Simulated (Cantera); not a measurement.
Input: 1 mol Ta, 3 mol CO₂, 4.6 mol H₂, at 0.0100 bar.

Equilibrium computed with Cantera from the NASA thermochemical tables; the gas is ideal and each condensed phase is pure. Candidate condensed phases: C, C₆H₆, C₇H₈, C₈H₁₈, H₂O, Ta, TaC, Ta₂O₅; 113 gas species. Rates play no part. All values below are at 1923 K.

Base state: H₂ 0.543, CO 0.384, H₂O 0.0562, CO₂ 0.00925, H 0.00694, OH 6.19e-5 (mole fractions); condensed: Ta₂O₅(s).

Problem. What changes in the equilibrium state with this change: CO₂ from 3 to 0.51 mol?

Solution. 
```tsv
species	before	after
H₂	0.543	0.891
CO	0.384	0.0993
H	0.00694	0.00889
H₂O	0.0562	0.00115
TaO₂	2.91e-6	2.61e-5
CO₂	0.00925	2.98e-5
OH	6.19e-5	9.87e-7
Ta₂O₅(s), mol	0.500	0.101
Ta(s), mol	0	0.798
```
Mutual solubility and eutectic melting of coexisting phases are not modelled. Condensed phases not in the tables: Ta₂C, N, O or C dissolved in the metal.
